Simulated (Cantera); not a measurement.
Input: 1 mol Mg(OH)₂, 0.055 mol H₂, 1.6 mol CO₂, at 1 atm.

Equilibrium computed with Cantera from the NASA thermochemical tables; the gas is ideal and each condensed phase is pure. Candidate condensed phases: C, C₆H₆, C₇H₈, C₈H₁₈, H₂O, Mg, MgCO₃, MgO, Mg(OH)₂; 116 gas species. Equilibrium is a limit: real reactors are often held back by kinetics, nucleation or transport. All values below are at 700 K.

Base state: CO₂ 0.600, H₂O 0.380, H₂ 0.0172, CO 0.00289, CH₄ 0.000146 (mole fractions); condensed: MgO(s).

Task: What changes in the equilibrium state with this change: CO₂ from 1.6 to 0.066 mol?

Result: 
| species | before | after |
|---|---|---|
| H₂O | 0.380 | 0.893 |
| CO₂ | 0.600 | 0.0584 |
| H₂ | 0.0172 | 0.0481 |
| CO | 0.00289 | 0.000334 |
| CH₄ | 0.000146 | 0.000156 |
| MgO(s), mol | 1.00 | 1.00 |
